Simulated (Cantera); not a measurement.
A perfectly stirred reactor is fed with 26.9 % NO, 72.7 % N2, 0.350 % H2O, at 0.350 bar; it is held at 2200 K, and followed from long to short residence time.

Model: GRI-Mech 3.0 (53 species, 325 reactions), integrated in Cantera.

x: mole fraction; the columns are a selection and need not sum to one.

```tsv
τ (s)	x NO	x NO2	x O	x N2O	x O2	x N2
0.46	0.104	4.89e-5	0.00132	4.41e-6	0.0814	0.809
0.11	0.202	6.04e-5	0.000863	1.60e-5	0.0330	0.760
0.028	0.252	3.76e-5	0.000444	2.42e-5	0.00805	0.735
0.0070	0.265	?	?	2.49e-5	?	0.729
0.0017	0.269	?	?	2.44e-5	?	0.727
0.00043	0.269	7.72e-6	3.51e-5	2.01e-5	3.35e-5	0.727
0.00011	0.269	1.33e-6	8.71e-6	9.20e-6	6.18e-7	0.727
```

Question: Complete the blanks.

Answer: 
- 0.0070, x NO2: 1.94e-5
- 0.0070, x O: 0.000215
- 0.0070, x O2: 0.00177
- 0.0017, x NO2: 1.15e-5
- 0.0017, x O: 9.31e-5
- 0.0017, x O2: 0.000358
